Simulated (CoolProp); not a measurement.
The numbers come from the reference Helmholtz-energy equation of state, Thol 2019 in CoolProp.

Problem. For n-hexane, give the phase and the Z, isothermal compressibility (1/MPa), expansivity (1/kK), viscosity (µPa s) at 200.15 °C and 4100 kPa; 300.05 °C and 4100 kPa.

Solution. 
- 200.15 °C and 4100 kPa: liquid; Z 0.195, isothermal compressibility 0.0189, expansivity 3.87, viscosity 75.0
- 300.05 °C and 4100 kPa: supercritical; Z 0.636, isothermal compressibility 0.405, expansivity 7.53, viscosity 19.0

Viscosity comes from a separate model (Michailidou 2013).
